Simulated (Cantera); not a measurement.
# Ignition delay

Mixture: 1.78 % CH4, 0.302 % C2H6, 2.49 % C3H8, 20.1 % O2, 75.4 % N2, at 5.90 bar, adiabatic and at constant volume. Ignition delay is the time to a rise of 400 K.

Computed with Cantera and GRI-Mech 3.0 (53 species, 325 reactions). GRI-Mech 3.0 was tuned for natural gas; its chemistry of propane as a main component is partial and can be far from experiment.

```tsv
T0 (K)	delay (ms)
1175	2.56
1225	1.10
1275	0.490
1325	0.228
1375	0.113
1425	0.0598
1475	0.0338
1525	0.0204
1575	0.0130
```

The apparent activation energy between 1475 and 1575 K comes out as 180 kJ/mol.
